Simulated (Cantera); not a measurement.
A diamond (100) surface in a fixed gas of H2 with x(CH4) = 0.0054, x(H) = 0.0011, at 1300 K, 0.0572 atm; coverages are run to steady state.

Cantera simulation using the Harris–Goodwin 1993 mechanism for the reconstructed diamond (100) surface; the numbers are that mechanism's predictions, not measurements.

θ: site fractions in the mechanism's names (c6HH fully hydrogenated, c6H* and c6*H radical sites, c6** diradical, c6HM methylated).

| x(CH3) | growth (µm/h) | θ c6HH | θ c6H* | θ c6*H | θ c6** | θ c6HM |
|---|---|---|---|---|---|---|
| 1e-06 | 0.00597 | 0.422 | 0.0469 | 0.501 | 0.0300 | 2.33e-6 |
| 2.1e-06 | 0.0125 | 0.422 | 0.0469 | 0.501 | 0.0300 | 4.89e-6 |
| 4.5e-06 | 0.0268 | 0.422 | 0.0469 | 0.501 | 0.0300 | 1.05e-5 |
| 9.7e-06 | 0.0578 | 0.422 | 0.0469 | 0.501 | 0.0300 | 2.26e-5 |
| 2.1e-05 | 0.125 | 0.422 | 0.0469 | 0.501 | 0.0299 | 4.89e-5 |
| 4.4e-05 | (withheld) | 0.422 | 0.0469 | 0.501 | 0.0298 | (withheld) |
| 9.4e-05 | 0.554 | 0.422 | 0.0469 | 0.501 | 0.0296 | 0.000218 |
| 0.0002 | 1.16 | 0.421 | 0.0468 | 0.500 | 0.0292 | 0.000461 |
| 0.00042 | (withheld) | 0.421 | 0.0467 | 0.499 | 0.0283 | (withheld) |

Q: What belongs in the gaps?

A: 
- 4.4e-05, growth (µm/h): 0.261
- 4.4e-05, θ c6HM: 0.000102
- 0.00042, growth (µm/h): 2.38
- 0.00042, θ c6HM: 0.000958
